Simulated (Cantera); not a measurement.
## Dilute partial oxidation

An isothermal, constant-pressure homogeneous reactor starts with CH₄ : O₂ : N₂ = 0.025 : 0.009 : 1 (molar parts), equivalence ratio 5.6, at 1225 K and 4.93 atm.

Computed with Cantera and GRI-Mech 3.0 (53 species, 325 reactions). GRI-Mech 3.0 stops at C3 and has no aromatics, soot or wall deposition, so with more carbon than oxygen in the feed, carbon stays in small species such as C2H2 where larger ones or solid carbon would form.

```
t (s)      x CH₄     x O₂     x N₂O      x OH    x C₂H₂    x C₂H₆
--------  ------  -------  --------  --------  --------  --------
0.000300  0.0242  0.00870    <1e-12  1.87e-11    <1e-12  6.54e-11
0.000862  0.0242  0.00870  1.64e-12  4.95e-11    <1e-12   2.61e-9
0.00248   0.0242  0.00870  7.04e-12  9.70e-11    <1e-12   8.65e-8
0.00711   0.0242  0.00870  2.13e-11  1.18e-10  3.76e-12   8.18e-7
0.0204    0.0242  0.00870  6.63e-11  1.37e-10  6.60e-11   3.35e-6
0.0587    0.0241  0.00868  2.36e-10  1.94e-10   1.12e-9   1.22e-5
0.169     0.0240  0.00861   1.01e-9  3.71e-10   3.21e-8   4.90e-5
0.485     0.0232  0.00815   4.42e-9  9.17e-10   1.83e-6  0.000182
1.39      0.0168  0.00290   1.76e-8   3.27e-9  0.000155  0.000224
4.00      0.0143  7.29e-5  4.34e-10  1.56e-10  0.000755   1.57e-5
```
x: mole fraction; the columns are a selection and need not sum to one.

Equilibrium at this temperature and pressure: CH₄ 0.00492, O₂ <1e-12, N₂O <1e-12, OH <1e-12, C₂H₂ 1.95e-5, C₂H₆ 5.96e-7 (gas phase only).
